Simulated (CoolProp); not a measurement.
The fluid at 203.82 K and 0.00599 MPa expands adiabatically to 0.00217 MPa with isentropic efficiency 0.8. The same conditions are run with several fluids, on thermodynamics alone (safety and materials aside).

Model: reference Helmholtz-energy equation of state of each fluid (propylene: Lemmon 2013; R115: Lemmon 2016; ethylene: Smukala 2000), in CoolProp.

| fluid | work (kJ/kg) | final temperature (K) | final density (kg/m³) |
|---|---|---|---|
| propylene | 30.0 | [?] | 0.0618 |
| R115 | [?] | [?] | 0.214 |
| ethylene | [?] | 168.6 | 0.0435 |

Problem. Some entries are withheld; supply them.

Solution. 
- propylene, final temperature (K): 177.9
- R115, work (kJ/kg): 8.48
- R115, final temperature (K): 188.8
- ethylene, work (kJ/kg): 43.5
